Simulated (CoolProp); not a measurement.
C3F8 (R218) along the isobar 7320 kPa: density (kg/m³) from the reference equation and from simpler models built on Tc = 71.9 °C, pc = 2640 kPa, ω = 0.317; each cubic takes its own stable root.

The numbers come from the reference Helmholtz-energy equation of state, Lemmon 2006 in CoolProp. It is a short technical equation, of lower accuracy than the large ones.

| T (°C) | phase | reference |
|---|---|---|
| 69.65 | liquid | 1183 |
| 78.45 | supercritical | 1130 |
| 87.35 | supercritical | 1072 |
| 96.15 | supercritical | 1011 |
| 104.95 | supercritical | 945.7 |
| 113.85 | supercritical | 876.6 |
| 122.65 | supercritical | 807.9 |
| 131.45 | supercritical | 742.1 |
| 140.35 | supercritical | 681.7 |
| 149.15 | supercritical | 629.5 |
| 158.05 | supercritical | 584.5 |
| 166.85 | supercritical | 546.7 |

Problem. How far does each simpler model (van der Waals, Redlich-Kwong, Soave-Redlich-Kwong, Peng-Robinson) lie from the reference over these 12 states: mean and median of the absolute difference, and the worst?

Solution. 
- van der Waals: mean 13.6 %, median 12.2 %, worst -26.5 % at 69.65 °C and 7320 kPa
- Redlich-Kwong: mean 5.2 %, median 5.8 %, worst +7.9 % at 166.85 °C and 7320 kPa
- Soave-Redlich-Kwong: mean 8.9 %, median 8.9 %, worst -10.3 % at 113.85 °C and 7320 kPa
- Peng-Robinson: mean 2.0 %, median 2.0 %, worst -3.0 % at 122.65 °C and 7320 kPa
